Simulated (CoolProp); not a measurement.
R142b along the isotherm 470 K: Z from the reference equation and from simpler models built on Tc = 410.3 K, pc = 40.55 bar, ω = 0.232; each cubic takes its own stable root.

Values from CoolProp's reference Helmholtz-energy equation of state, Lemmon 2006. It is a short technical equation, of lower accuracy than the large ones.

```tsv
p (bar)	phase	reference	van der Waals	Redlich-Kwong	Peng-Robinson
33.8	gas	…	0.7912	0.7892	0.7849
67.6	supercritical	0.5618	0.5001	0.5450	0.5720
101	supercritical	0.4699	0.5354	0.5025	0.5088
135	supercritical	0.5186	0.6402	0.5643	0.5488
169	supercritical	0.5922	0.7511	0.6410	0.6112
203	supercritical	0.6707	…	0.7208	…
237	supercritical	0.7502	…	0.8009	0.7493
270	supercritical	0.8272	…	0.8781	0.8173
304	supercritical	0.9059	1.187	0.9569	0.8872
338	supercritical	0.9839	1.294	1.035	0.9566
372	supercritical	…	1.400	1.112	1.026
405	supercritical	1.135	1.503	1.187	1.092
```

### Question
Some entries are withheld; supply them.

### Answer

- 33.8, reference: 0.7990
- 203, van der Waals: 0.8623
- 203, Peng-Robinson: 0.6794
- 237, van der Waals: 0.9727
- 270, van der Waals: 1.079
- 372, reference: 1.061
